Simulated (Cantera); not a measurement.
An isothermal, constant-pressure homogeneous reactor starts with CH4 : CO2 = 1 : 2 (molar parts), at 2075 K and 0.710 bar.

Computed with Cantera and GRI-Mech 3.0 (53 species, 325 reactions).

One state of this run: x CH4 = 0.000868; x CO2 = 0.0624; x H = 0.00150; x C2H6 = 3.27e-8; x O2 = 9.31e-8. x: mole fraction; the columns are a selection and need not sum to one.

Q: Which value of t (s) does it belong to?
A. 0.0200
B. 2.00e-5
C. 0.00126
D. 0.000317

A: A, 0.0200
